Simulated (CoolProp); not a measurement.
Vapour-liquid equilibrium of 1-butene (1) + n-perfluorobutane (2) at 357 K; x and y are mole fractions of (1).

Values from CoolProp's multi-fluid Helmholtz-energy mixture model, Lemmon 2005 and Gao 2022; pair parameters Bell 2016.

```csv
x,"bubble pressure, mixture model (bar)","bubble pressure, Raoult's law (bar)","y, mixture model","y, Raoult's law"
0.05,13.53,12.60,___,0.051
0.15,15.52,12.63,0.244,0.154
0.25,17.29,12.67,0.362,0.256
0.35,18.60,12.71,0.450,0.357
0.45,19.39,12.75,___,0.457
0.55,19.70,12.78,0.567,0.557
0.65,19.64,12.82,0.607,0.657
0.75,___,12.86,0.645,0.755
0.85,18.27,12.90,0.701,0.854
0.95,___,12.93,0.837,0.951
```

Q: Fill in the missing entries.

A: 
- 0.05, y, mixture model: 0.090
- 0.45, y, mixture model: 0.516
- 0.75, bubble pressure, mixture model (bar): 19.25
- 0.95, bubble pressure, mixture model (bar): 15.59

The largest gap from Raoult's law is +54.1 % in bubble pressure, at x = 0.55. y crosses x between x = 0.55 and 0.65: the model has an azeotrope there.

The pair parameters rest on a limited set of measurements; away from them the model extrapolates. With so large a gap from Raoult's law the liquid may split in two, which this calculation doesn't test in full.
